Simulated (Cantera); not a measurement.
Feed: 1 mol V₂O₅, 410 mol H₂, 4.1 mol H₂O, at 1802 °C.

These are equilibrium values from Cantera (NASA tables, ideal gas, pure condensed phases), not measurements of a reactor. Candidate condensed phases: H₂O, V, VO, V₂O₃, V₂O₄, V₂O₅; 12 gas species. VO: taken at fixed stoichiometry. Kinetics and transport are ignored.

**Question.** Which condensed phases are stable at each of these points (P (Pa)): 10, 52, 270, 1400, 7200, 37000, 190000, 1000000?

**Answer.** 
```csv
P (Pa),condensed phases,V condensed (%)
10,gas only,0.0
52,gas only,0.0
270,gas only,0.0
1400,VO(l),64.9
7200,VO(l),92.9
37000,VO(l),98.6
190000,VO(l),99.7
1000000,VO(l),99.9
```

From 10.0 Pa to 2.70 mbar nothing is condensed. From 14.0 mbar to 10.0 bar the condensed part is VO(l).
